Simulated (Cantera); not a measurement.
A Cantera script and its output.

```python
import numpy as np
import cantera as ct

gas = ct.Solution("h2o2.yaml")
gas.TPX = 650, 120000, {'H2': 1, 'O2': 0.417, 'N2': 5}
inlet = ct.Reservoir(gas, clone=True)
gas.equilibrate("HP")  # start burning
reactor = ct.IdealGasConstPressureReactor(gas, energy="on", clone=False)
exhaust = ct.Reservoir(gas, clone=True)
tau = [0.027, 0.011, 0.0048, 0.002, 0.00082, 0.00034, 0.00014, 5.9e-05, 2.5e-05][0]
for a, b in ((inlet, reactor), (reactor, exhaust)):
    ct.MassFlowController(a, b, mdot=lambda t: reactor.mass / tau)
net = ct.ReactorNet([reactor])
show = ['H2', 'O2', 'HO2', 'O', 'OH']

rows = []
print(f"{'tau/s':>10s}{'T/K':>9s}" + "".join(f"{s:>11s}" for s in show))
for tau in [0.027, 0.011, 0.0048, 0.002, 0.00082, 0.00034, 0.00014, 5.9e-05, 2.5e-05]:
    net.initial_time = 0.0
    net.advance(30 * tau)
    before = gas.X
    net.advance(40 * tau)
    drift = np.max(np.abs(gas.X - before) / (gas.X + 1e-9))
    rows.append([gas.T, *gas[show].X, drift])
    print(f"{tau:10.3e}{gas.T:9.1f}" + "".join(f"{x:11.3e}" for x in gas[show].X))
```

Result:

```
     tau/s      T/K         H2         O2        HO2          O         OH
 2.700e-02   1613.7  2.706e-02  2.181e-04  1.641e-07  4.665e-05  5.463e-04
 1.100e-02   1599.9  2.695e-02  4.233e-04  3.178e-07  1.045e-04  7.953e-04
 4.800e-03   1580.2  2.698e-02  7.799e-04  5.838e-07  2.111e-04  1.085e-03
 2.000e-03   1548.9  2.730e-02  1.451e-03  1.094e-06  4.165e-04  1.424e-03
 8.200e-04   1501.9  2.816e-02  2.617e-03  2.031e-06  7.628e-04  1.732e-03
 3.400e-04   1436.8  3.005e-02  4.532e-03  3.731e-06  1.246e-03  1.888e-03
 1.400e-04   1348.2  3.504e-02  8.078e-03  7.301e-06  1.772e-03  1.794e-03
 5.900e-05   1214.8  5.441e-02  1.777e-02  1.824e-05  1.802e-03  1.315e-03
 2.500e-05    650.0  1.558e-01  6.498e-02  1.935e-16  1.180e-19  1.496e-20
```

Model: the H2/O2 subset of GRI-Mech 3.0, which has no nitrogen chemistry, integrated in Cantera.
